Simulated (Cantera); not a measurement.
Input: 1 mol CuF2, 0.46 mol O2, 49 mol N2, 1.5 mol H2O, at 0.210 bar.

Method: chemical equilibrium by Gibbs-energy minimisation in Cantera with the NASA 1993 tables (ideal gas, pure condensed phases). Candidate condensed phases: Cu, CuF2, CuO, Cu(OH)2, Cu2O, H2O; 45 gas species. Each liquid is taken as pure. Mutual solubility and eutectic melting of coexisting phases are not modelled. The numbers say what is thermodynamically allowed, not how fast it happens.

x: gas mole fraction; n: condensed amount in mol.

| T (K) | x N2 | x HF | x O2 | x H2O | x Cu | x CuF | n Cu2O(s) | n Cu2O(l) | n Cu(l) |
|---|---|---|---|---|---|---|---|---|---|
| 1200 | 0.938 | 0.0383 | 0.0136 | 0.00958 | 4.32e-9 | … | 0.500 | 0 | 0 |
| 1275 | 0.938 | 0.0383 | 0.0136 | 0.00960 | 4.97e-8 | … | 0.499 | 0 | 0 |
| 1350 | 0.938 | 0.0382 | 0.0135 | 0.00964 | 4.34e-7 | … | 0.497 | 0 | 0 |
| 1425 | 0.938 | 0.0380 | 0.0135 | 0.00973 | 3.00e-6 | … | 0.492 | 0 | 0 |
| 1500 | 0.938 | 0.0375 | 0.0134 | 0.00995 | 1.70e-5 | … | 0.480 | 0 | 0 |
| 1575 | 0.937 | 0.0368 | 0.0134 | 0.0103 | 7.38e-5 | … | 0 | 0.460 | 0 |
| 1650 | 0.937 | 0.0357 | 0.0133 | 0.0108 | 0.000272 | … | 0 | 0.426 | 0 |
| 1725 | 0.935 | 0.0341 | 0.0133 | 0.0115 | 0.000890 | … | 0 | 0.370 | 0 |
| 1800 | 0.931 | 0.0320 | 0.0143 | 0.0124 | 0.00258 | … | 0 | 0.187 | 0.171 |
| 1875 | 0.926 | 0.0302 | 0.0154 | 0.0131 | 0.00592 | 0.00759 | 0 | 0 | 0.281 |
| 1950 | 0.921 | 0.0296 | 0.0149 | 0.0132 | 0.0106 | 0.00804 | 0 | 0 | 0 |
| 2025 | 0.920 | 0.0312 | 0.0150 | 0.0122 | 0.0123 | … | 0 | 0 | 0 |

Question: Some entries are withheld; supply them.

Answer: 
- 1200, x CuF: 1.14e-5
- 1275, x CuF: 4.00e-5
- 1350, x CuF: 0.000121
- 1425, x CuF: 0.000321
- 1500, x CuF: 0.000760
- 1575, x CuF: 0.00147
- 1650, x CuF: 0.00255
- 1725, x CuF: 0.00407
- 1800, x CuF: 0.00605
- 2025, x CuF: 0.00640
